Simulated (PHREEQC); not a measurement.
Synthetic water in mg/L, 25 °C, pH 5.86, pe 9.9: Na 2.49; K 0.00259; Ca 4.3; Mg 2.65; Cl 1.54; S(6) as SO4 14.8; Alkalinity as HCO3 12.1; Ba 0.00949; Pb 0.0473.

Valence states are taken as typed.

Equilibrium calculation in PHREEQC: ion-association model, wateq4f.dat.

```tsv
quantity	before	after
CO2 (mol/kgw)	0.000598	0.000576
MgSO4 (mol/kgw)	2.83e-6	8.25e-6
CaSO4 (mol/kgw)	2.38e-6	3.38e-6
CaHCO3+ (mol/kgw)	2.33e-7	3.35e-7
MgHCO3+ (mol/kgw)	2.16e-7	3.29e-7
NaSO4- (mol/kgw)	7.06e-8	8.93e-8
SI of Anglesite (PbSO4)	-2.92	-3.21
SI of Pb(OH)2 (Pb(OH)2)	-3.25	-1.68
```

### Question
Name the change that produced these shifts.
A) pH from 5.86 to 5.5 at the same alkalinity
B) Mg from 2.65 to 5.3 mg/L
C) temperature from 25 to 80 °C at the same typed pH

### Answer
C, temperature from 25 to 80 °C at the same typed pH

This is a speciation only: nothing precipitates in the calculation. Constants without temperature data keep their 25 °C values here.
